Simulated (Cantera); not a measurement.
What does this Cantera script print?

```python
import numpy as np
import cantera as ct

gas_names = """
    C CO CO2 C2 C2O C3 C3O2 C4 C5 Ca CaO Ca2 O O2 O3
""".split()
cond_names = """
    C(gr) Ca(a) Ca(b) Ca(L) CaCO3(caL) CaO(s) CaO(L)
""".split()


def load(file, names, dense=False):
    # The tables refer to 1 bar. Condensed volumes are neglected.
    table = {s.name: s for s in ct.Species.list_from_file(file)}
    out = []
    for n in names:
        d = dict(table[n].input_data)
        d["thermo"] = dict(d["thermo"], **{"reference-pressure": 1e5})
        if dense:
            d["equation-of-state"] = {"model": "constant-volume", "density": "1e6 g/cm^3"}
        out.append(ct.Species.from_dict(d))
    return out


gas = ct.Solution(thermo="ideal-gas", species=load("nasa_gas.yaml", gas_names))
cond = {s.name: ct.Solution(thermo="fixed-stoichiometry", species=[s], name=s.name)
        for s in load("nasa_condensed.yaml", cond_names, dense=True)}
atoms = {
    'CaO': {'Ca': 1, 'O': 1},
    'O2': {'O': 2},
    'CO2': {'C': 1, 'O': 2},
}
top_T = {'C(gr)': 4500}  # K; cautious upper limits of use, not melting points


def equilibrate(T, P, feed):
    n = {}
    for name, mol in feed.items():
        for a, k in atoms[name].items():
            n[a] = n.get(a, 0.0) + k * mol
    gas.TPX = T, P, n
    mass = sum(n.values()) * gas.mean_molecular_weight
    gas.equilibrate("TP")
    valid = [c for c in cond.values() if c.min_temp <= T <= top_T.get(c.name, c.max_temp)]
    mix = ct.Mixture([(gas, mass / gas.mean_molecular_weight)] + [(c, 0.0) for c in valid])
    mix.T, mix.P = T, P
    mix.equilibrate("TP", solver="vcs", rtol=1e-11, max_steps=5000)
    return mix


results = []
T = 1100  # K
P = 610000  # Pa
for m in [0.42, 1.1, 1.8, 2.5, 3.1, 3.8, 4.5, 5.2, 5.9]:
    feed = {'CaO': 1, 'O2': m, 'CO2': 0.13}  # mol
    mix = equilibrate(T, P, feed)
    results.append((T, P, feed, dict(zip(mix.species_names, mix.species_moles))))

top = {s: max(r[3][s] / sum(r[3][g] for g in gas_names) for r in results) for s in gas_names}
cols = sorted((s for s in top if top[s] > 0.001), key=lambda s: -top[s])[:6]
seen = [c for c in cond_names if any(r[3].get(c, 0) > 1e-12 for r in results)]
print("log10 of partial pressures in bar; condensed amounts in mol")
print(f"{'n(O2)':>10s}" + "".join(f"{s[:9]:>10s}" for s in cols + seen))
for T, P, feed, n in results:
    ng = sum(n[g] for g in gas_names)
    print(f"{feed['O2']:10.4g}" + "".join(f"{np.log10(max(n[s] / ng * P / 1e5, 1e-99)):10.3f}" for s in cols)
          + "".join(f"{n.get(c, 0):10.4g}" for c in seen))
```

Output:

```
log10 of partial pressures in bar; condensed amounts in mol
     n(O2)        O2       CO2 CaCO3(caL    CaO(s)
      0.42     0.760    -0.454    0.1043    0.8957
       1.1     0.760    -0.454   0.06275    0.9372
       1.8     0.760    -0.454   0.01996      0.98
       2.5     0.763    -0.521         0         1
       3.1     0.767    -0.610         0         1
       3.8     0.771    -0.695         0         1
       4.5     0.773    -0.766         0         1
       5.2     0.775    -0.827         0         1
       5.9     0.776    -0.881         0         1
```

These are equilibrium values from Cantera (NASA tables, ideal gas, pure condensed phases), not measurements of a reactor. Mutual solubility and eutectic melting of coexisting phases are not modelled.
